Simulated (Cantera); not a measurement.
N2O furnace oxynitridation

An isothermal, constant-pressure homogeneous reactor starts with N2O : O2 = 1 : 0.017 (molar parts), at 1250 K and 750 Torr.

Detailed kinetics in Cantera: GRI-Mech 3.0 (53 species, 325 reactions). GRI-Mech 3.0 was tuned for natural gas; its chemistry of N2O as a main component is partial and can be far from experiment. The mechanism lacks the step 2 NO + O2 → 2 NO2, which can matter for NO2 below about 1400 K. The temperature is held fixed by assumption; the heat of reaction is taken as removed at once.

```tsv
t (s)	x N2O	x O2	x NO	x O	x NO2	x N2
4.00e-5	0.983	0.0167	6.25e-6	3.64e-6	1.67e-10	5.01e-5
0.000169	0.983	0.0168	2.93e-5	3.64e-6	3.66e-9	0.000222
0.000711	0.982	0.0171	0.000126	3.64e-6	6.64e-8	0.000944
0.00300	0.977	0.0185	0.000533	3.64e-6	1.06e-6	0.00398
0.0126	0.957	0.0243	0.00220	3.61e-6	1.24e-5	0.0165
0.0533	0.879	0.0467	0.00864	3.51e-6	7.71e-5	0.0655
0.225	0.636	0.117	0.0280	3.08e-6	0.000277	0.219
0.949	0.226	0.238	0.0550	1.81e-6	0.000565	0.480
4.00	0.0144	0.305	0.0604	2.21e-7	0.000703	0.619
16.9	2.08e-6	0.310	0.0598	3.88e-8	0.000972	0.629
71.1	9.54e-7	0.310	0.0597	3.88e-8	0.000971	0.629
300	9.45e-7	0.310	0.0594	3.88e-8	0.000966	0.629
```
x: mole fraction; the columns are a selection and need not sum to one.

Equilibrium at this temperature and pressure: N2O 2.06e-8, O2 0.341, NO 0.000330, O 4.07e-8, NO2 5.63e-6, N2 0.659 (gas phase only).
